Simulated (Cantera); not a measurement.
## C₃H₈ + NH₃ + H₂ + CO₂ (carbon deposition, reforming and gasification)

Input: 1 mol C₃H₈, 2.1 mol NH₃, 5.4 mol H₂, 1.4 mol CO₂, at 1.00 bar.

These are equilibrium values from Cantera (NASA tables, ideal gas, pure condensed phases), not measurements of a reactor. Candidate condensed phases: C, C₆H₆, C₇H₈, C₈H₁₈, H₂O; 136 gas species. Kinetics and transport are ignored.

| T (K) | log p H₂ | log p CO | log p N₂ | log p CH₄ | log p H₂O | log p CO₂ | log p NH₃ | n C(graphite) |
|---|---|---|---|---|---|---|---|---|
| 1025 | -0.14 | -0.85 | -1.16 | -1.42 | -1.57 | -2.16 | -4.10 | 1.54 |
| 1075 | -0.13 | -0.80 | -1.18 | -1.61 | -1.84 | -2.48 | -4.23 | 1.50 |
| 1125 | -0.13 | -0.78 | -1.18 | -1.80 | -2.10 | -2.80 | -4.34 | 1.49 |
| 1175 | -0.12 | -0.78 | -1.19 | -1.97 | -2.36 | -3.12 | -4.45 | 1.51 |
| 1225 | -0.12 | -0.77 | -1.19 | -2.13 | -2.60 | -3.42 | -4.55 | 1.52 |
| 1275 | -0.12 | -0.77 | -1.19 | -2.27 | -2.82 | -3.69 | -4.64 | 1.54 |
| 1325 | -0.12 | -0.77 | -1.19 | -2.41 | -3.03 | -3.95 | -4.72 | 1.55 |
log p: log10 of the partial pressure in bar; n: condensed amount in mol.

From 1025 K to 1325 K the condensed part is C(graphite). The main C-bearing gas is CO throughout. The share of C in condensed phases is highest at 1325 K (35.3 %) and lowest at 1125 K (34.0 %).
